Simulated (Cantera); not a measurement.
# Carbon deposition, reforming and gasification: CH3OH + CO2 + N2 + H2

Feed: 1 mol CH3OH, 5.5 mol CO2, 25 mol N2, 28 mol H2, held at 1.00 bar.

Cantera equilibrium calculation (NASA polynomials, part measured and part estimated; ideal gas, pure solids and liquids). Candidate condensed phases: C, C6H6, C7H8, C8H18, H2O; 169 gas species. Ions and electrons are included (thermal ionisation). Rates play no part.

```tsv
T (K)	x H	x N2	x H2	x CO	x H2O	x O	x OH	x N
3000	0.0921	0.385	0.340	0.0975	0.0734	0.00110	0.00660	8.65e-6
3250	0.173	0.365	0.289	0.0929	0.0573	0.00483	0.0136	3.73e-5
3500	0.279	0.337	0.223	0.0865	0.0341	0.0143	0.0196	0.000129
3750	0.392	0.308	0.153	0.0798	0.0142	0.0279	0.0191	0.000373
4000	0.484	0.285	0.0923	0.0745	0.00438	0.0396	0.0134	0.000948
4250	0.544	0.271	0.0514	0.0710	0.00117	0.0467	0.00795	0.00218
4500	0.578	0.262	0.0279	0.0691	0.000307	0.0504	0.00445	0.00461
4750	0.594	0.256	0.0154	0.0679	8.57e-5	0.0524	0.00250	0.00904
5000	0.601	0.249	0.00874	0.0670	2.61e-5	0.0535	0.00145	0.0165
```
x: gas mole fraction; nothing condenses.

From 3000 K to 5000 K nothing is condensed. The main C-bearing gas is CO throughout.
